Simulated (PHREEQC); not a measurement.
Consider water at 25 °C with 3.1 mol NaBr, 0.88 mol CaCl2 and 2.4e-05 mol H4SiO4 per kg of water. Closed to the air; pH follows from the charge balance.

The numbers come from PHREEQC with the Pitzer model, pitzer.dat.

### Question
The ionic strength comes out as 5.74 mol/kgw. What activity coefficients do Na+, Cl-, Ca+2, Br- get?

### Answer
Na+ 1.7, Cl- 0.61, Ca+2 3.0, Br- 0.81. Single-ion values are on the MacInnes scale.

Precipitation was switched off in this run. Complexes and solids missing from the database can't appear. In brines, pH and single-ion activities rest on the MacInnes convention.
